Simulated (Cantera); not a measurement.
# Moist CO burnout

An isothermal, constant-pressure homogeneous reactor starts with CO : O2 : H2O : N2 = 0.0071 : 0.023 : 0.078 : 1 (molar parts), equivalence ratio 0.15, at 1000 K and 10.0 bar.

Detailed kinetics in Cantera: GRI-Mech 3.0 (53 species, 325 reactions).

```tsv
t (s)	x CO	x O2	x H2O	x OH	x H2
5.00e-5	0.00641	0.0208	0.0704	1.18e-11	<1e-12
0.000148	0.00641	0.0208	0.0704	1.81e-11	2.79e-12
0.000439	0.00641	0.0208	0.0704	2.29e-11	1.18e-11
0.00130	0.00641	0.0208	0.0704	3.67e-11	5.07e-11
0.00385	0.00641	0.0208	0.0704	8.34e-11	2.83e-10
0.0114	0.00641	0.0208	0.0704	2.91e-10	2.35e-9
0.0338	0.00640	0.0208	0.0704	2.23e-9	3.87e-8
0.100	0.00621	0.0207	0.0704	1.92e-8	1.30e-6
0.296	0.00529	0.0202	0.0704	2.02e-8	5.87e-6
0.877	0.00351	0.0193	0.0705	1.63e-8	7.53e-6
2.60	0.00154	0.0184	0.0706	1.01e-8	3.89e-6
7.70	0.000430	0.0178	0.0706	5.17e-9	1.14e-6
22.8	6.91e-5	0.0176	0.0706	2.96e-9	2.28e-7
67.5	2.46e-6	0.0176	0.0706	2.66e-9	1.56e-8
200	<1e-12	0.0176	0.0706	2.94e-8	1.47e-11
```
x: mole fraction; the columns are a selection and need not sum to one.

Equilibrium at this temperature and pressure: CO <1e-12, O2 0.0176, H2O 0.0706, OH 2.93e-8, H2 1.48e-11 (gas phase only).
